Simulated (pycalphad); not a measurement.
All values are pycalphad results on the COST 507 light-alloy database (1999) (1 atm), not direct measurements. The data set is of 1999 and partly superseded. The system is extrapolated from its subsystems; higher-order compounds may be missing. Amounts are mole fractions of atoms.

Task: Give the equilibrium state of Al-5.484Sn-15.7Si (wt.%) at 377 °C.

Result: FCC_A1, fraction 0.829, with 0.18 Sn, 0.19 Si wt.%; DIAMOND_A4, fraction 0.157, with <0.01 Sn, >99.99 Si wt.%; LIQUID, fraction 0.014, with 97.7 Sn, <0.01 Si wt.%.

Task: Give the equilibrium state of Al-5.484Sn-15.7Si (wt.%) at 627 °C.

Result: 
```
T = 900.00 K, P = 101325 Pa, N = 1 mol of atoms
G = -35823 J/mol, H = 31769 J/mol, S = 75.10 J/(mol K)  (SER reference)
chemical potentials (J/mol): Al -37087, Sn -77335, Si -25785
phase             fraction      x(Al)      x(Sn)      x(Si)
LIQUID              0.9883     0.8382     0.0133     0.1486
DIAMOND_A4          0.0117   1.88e-06   6.31e-08     1.0000
```

FCC_A1 is fcc; DIAMOND_A4 is diamond (Si).
